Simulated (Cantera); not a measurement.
A closed system holds: 1 mol Si, 0.85 mol N2O, 220 mol H2, equilibrated at 1825 K and 5.80 mbar.

Cantera equilibrium calculation (NASA polynomials, part measured and part estimated; ideal gas, pure solids and liquids). Candidate condensed phases: H2O, Si, SiO2, Si2N2O, Si3N4; 35 gas species. Gases not in the tables: Si2H6 and higher silanes. The numbers say what is thermodynamically allowed, not how fast it happens.

Base state: H2 0.986, H 0.00574, SiO 0.00382, N2 0.00382, Si 0.000589, SiH 4.74e-5, SiH2 2.64e-5 (mole fractions); condensed: gas only.

**Question.** What changes in the equilibrium state with this change: N2O from 0.85 to 0.54 mol?

**Answer.** 
```tsv
species	before	after
H2	0.986	0.988
H	0.00574	0.00575
SiO	0.00382	0.00243
N2	0.00382	0.00243
SiH2	2.64e-5	3.52e-5
SiH	4.74e-5	6.31e-5
Si	0.000589	0.000784
Si(l), mol	0	0.260
```

**Question.** What changes in the equilibrium state with this change: temperature from 1825 K to 1973 K?

**Answer.** 
```json
[
 {"species": "H2", "before": "0.986", "after": "0.974"},
 {"species": "H", "before": "0.00574", "after": "0.0175"},
 {"species": "SiO", "before": "0.00382", "after": "0.00380"},
 {"species": "Si", "before": "0.000589", "after": "0.000624"},
 {"species": "SiH2", "before": "2.64e-5", "after": "1.02e-5"},
 {"species": "SiH", "before": "4.74e-5", "after": "3.39e-5"},
 {"species": "N2", "before": "0.00382", "after": "0.00380"}
]
```
